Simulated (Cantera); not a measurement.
Charge: 1 mol SiH₂Cl₂, 8.7 mol O₂, at 1750 K and 0.0600 bar.

These are equilibrium values from Cantera (NASA tables, ideal gas, pure condensed phases), not measurements of a reactor. Candidate condensed phases: H₂O, Si, SiO₂; 30 gas species. The tables hold silica as quartz up to 1696 K and as liquid above; real silica turns to tridymite and cristobalite and melts near 1996 K. Equilibrium is a limit: real reactors are often held back by kinetics, nucleation or transport.

Base state: O₂ 0.770, HCl 0.147, Cl 0.0515, H₂O 0.0281, Cl₂ 0.00259, OH 0.000749, O 0.000268, ClO 0.000207 (mole fractions); condensed: SiO₂(condensed).

**Question.** What changes in the equilibrium state with this change: SiH₂Cl₂ replaced by SiH₄?

**Answer.** 
```csv
species,before,after
O₂,0.770,0.769
H₂O,0.0281,0.229
OH,0.000749,0.00214
HCl,0.147,0
Cl,0.0515,0
Cl₂,0.00259,0
ClO,0.000207,0
HOCl,1.20e-5,0
"SiO₂(condensed), mol",1.00,1.00
```
Gases not in the tables: Si(OH)₄.
